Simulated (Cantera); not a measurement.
Gas mixture: 34.8 % CH4, 65.2 % N2, at 1.00 bar, frozen composition.

Cantera's kinetic-theory transport with the Lennard-Jones parameters of GRI-Mech 3.0, ideal gas; thermal conductivity in the multicomponent form. The composition is frozen, though it would react at the higher temperatures.

D: mixture-averaged diffusion coefficient of that species in the mixture.

| T (K) | ρ (kg/m³) | cp (J/kg/K) | μ (µPa s) | λ (mW/m/K) | Pr | D (cm²/s) CH3 | D (cm²/s) CH4 | D (cm²/s) H |
|---|---|---|---|---|---|---|---|---|
| 400 | 0.717 | 1393 | 19.8 | 38.7 | 0.714 | 0.384 | 0.378 | 2.00 |
| 650 | 0.441 | 1644 | 27.9 | 64.6 | 0.710 | 0.889 | 0.872 | 4.64 |
| 900 | 0.319 | 1883 | 34.7 | 92.3 | 0.708 | 1.54 | 1.51 | 8.05 |
| 1150 | 0.249 | 2077 | ? | ? | 0.707 | ? | ? | ? |
| 1400 | 0.205 | 2222 | ? | ? | 0.706 | ? | ? | ? |
| 1650 | 0.174 | 2334 | 51.5 | 171 | 0.705 | 4.24 | 4.15 | 22.1 |
| 1900 | 0.151 | 2420 | 56.5 | 194 | 0.704 | 5.36 | 5.24 | 28.0 |
| 2150 | 0.133 | 2487 | 61.2 | 216 | 0.704 | 6.58 | 6.43 | 34.4 |
| 2400 | 0.120 | 2542 | 65.7 | 237 | 0.703 | 7.90 | 7.72 | 41.2 |

Problem. Complete the blanks.

Solution. 
- 1150, μ (µPa s): 40.8
- 1150, λ (mW/m/K): 120
- 1150, D (cm²/s) CH3: 2.33
- 1150, D (cm²/s) CH4: 2.28
- 1150, D (cm²/s) H: 12.1
- 1400, μ (µPa s): 46.3
- 1400, λ (mW/m/K): 146
- 1400, D (cm²/s) CH3: 3.23
- 1400, D (cm²/s) CH4: 3.16
- 1400, D (cm²/s) H: 16.8
